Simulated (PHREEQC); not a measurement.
**Brackish or sea water: an equilibrium model**

A made-up water analysis in mmol/kgw, 20 °C, pH 6.47, pe 0.4:

```csv
constituent,mmol/kgw
Na,187
K,46.2
Ca,5.29
Mg,46.4
Cl,296
S(6),12.3
Alkalinity (meq/kgw),2.79
B,0.0491
Br,0.17
N(-3),0.35
F,0.0355
```

Valence states are taken as typed.

Model: ion-association model, phreeqc.dat, run in PHREEQC.

The ionic strength is 0.374 mol/kgw. The activity of water comes out as 0.990 and the specific conductance is 26200 µS/cm. The density is 1.012 g/cm³ and the charge-balance error comes out as 2.1 %.

| species | molality | activity | log γ |
|---|---|---|---|
| Cl- | 0.296 | 0.199 | -0.173 |
| Na+ | 0.185 | 0.135 | -0.139 |
| K+ | 0.0458 | 0.0305 | -0.176 |
| Mg+2 | 0.0423 | 0.0130 | -0.514 |
| SO4-2 | 0.00647 | 0.00151 | -0.633 |
| Ca+2 | 0.00493 | 0.00137 | -0.556 |

This is a speciation only: nothing precipitates in the calculation. Species that the database lacks are ignored. Real BF4- forms and hydrolyses slowly; the run takes it at equilibrium.
